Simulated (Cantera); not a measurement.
Feed: 1 mol B2O3, 0.8 mol NH3, 1.2 mol H2, at 977 °C and 0.0790 bar.

These are equilibrium values from Cantera (NASA tables, ideal gas, pure condensed phases), not measurements of a reactor. Candidate condensed phases: B, BN, B2O3, B3O3H3, H2O; 39 gas species. Mutual solubility and eutectic melting of coexisting phases are not modelled. Gases not in the tables: H3BO3. The numbers say what is thermodynamically allowed, not how fast it happens.

Base state: H2 0.856, N2 0.142, H2O 0.00167, HBO2 0.000239, HBO 1.03e-5 (mole fractions); condensed: BN(s) + B2O3(l).

**Question.** What changes in the equilibrium state with this change: B2O3 replaced by B?

**Answer.** 
| species | before | after |
|---|---|---|
| H2 | 0.856 | 1.000 |
| N2 | 0.142 | <1e-9 |
| H2O | 0.00167 | 0 |
| HBO2 | 0.000239 | 0 |
| HBO | 1.03e-5 | 0 |
| BN(s), mol | 0.00333 | 0.800 |
| B2O3(l), mol | 0.998 | 0 |
| B(s), mol | 0 | 0.200 |
